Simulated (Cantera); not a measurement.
What does this Cantera script print?

```python
import numpy as np
import cantera as ct

gas_names = """
    CL CLO CL2 H HCL HOCL HO2 H2 H2O H2O2 Li LiCL LiH LiO LiOH Li2 Li2CL2 Li2O Li2O2 Li2O2H2 Li3CL3 O OH
    O2 O3
""".split()
cond_names = """
    H2O(s) H2O(L) Li(cr) Li(L) LiCL(s) LiCL(L) LiH(s) LiH(L) LiOH(s) LiOH(L) Li2O(s) Li2O(L)
""".split()


# ... load() reads the species with a 1 bar reference pressure and builds the phases ...
atoms = {
    'LiCl': {'Li': 1, 'CL': 1},
    'H2O': {'H': 2, 'O': 1},
    'H2': {'H': 2},
}
top_T = {}  # K; cautious upper limits of use, not melting points


# ... equilibrate(T, P, feed) seeds the gas with the atoms and calls Mixture.equilibrate('TP', solver="vcs", rtol=1e-11, max_steps=5000) ...
results = []
feed = {'LiCl': 1, 'H2O': 2.1, 'H2': 110}  # mol
P = 1333.22  # Pa
for T in [825, 925, 1025, 1125, 1225, 1325, 1425, 1525, 1625, 1725]:
    mix = equilibrate(T, P, feed)
    results.append((T, P, feed, dict(zip(mix.species_names, mix.species_moles))))

top = {s: max(r[3][s] / sum(r[3][g] for g in gas_names) for r in results) for s in gas_names}
cols = sorted((s for s in top if top[s] > 0.001), key=lambda s: -top[s])[:8]
seen = [c for c in cond_names if any(r[3].get(c, 0) > 1e-12 for r in results)]
print("log10 of partial pressures in bar; condensed amounts in mol")
print(f"{'T/K':>10s}" + "".join(f"{s[:9]:>10s}" for s in cols + seen))
for T, P, feed, n in results:
    ng = sum(n[g] for g in gas_names)
    print(f"{T:10.4g}" + "".join(f"{np.log10(max(n[s] / ng * P / 1e5, 1e-99)):10.3f}" for s in cols)
          + "".join(f"{n.get(c, 0):10.4g}" for c in seen))
```

Output:

```
log10 of partial pressures in bar; condensed amounts in mol
       T/K        H2       H2O      LiCL    Li2CL2         H   LiCL(s)   Li2O(s)
       825    -1.883    -3.603    -5.768    -5.444   -12.042    0.9173 3.511e-05
       925    -1.886    -3.605    -4.542    -4.383   -10.527         0 3.508e-05
      1025    -1.886    -3.606    -4.129    -4.669    -9.304         0         0
      1125    -1.887    -3.607    -3.972    -5.269    -8.296         0         0
      1225    -1.887    -3.608    -3.940    -5.965    -7.450         0         0
      1325    -1.887    -3.608    -3.935    -6.600    -6.730         0         0
      1425    -1.887    -3.609    -3.937    -7.155    -6.110         0         0
      1525    -1.887    -3.610    -3.941    -7.641    -5.570         0         0
      1625    -1.888    -3.610    -3.948    -8.072    -5.095         0         0
      1725    -1.888    -3.611    -3.959    -8.462    -4.675         0         0
```

These are equilibrium values from Cantera (NASA tables, ideal gas, pure condensed phases), not measurements of a reactor.
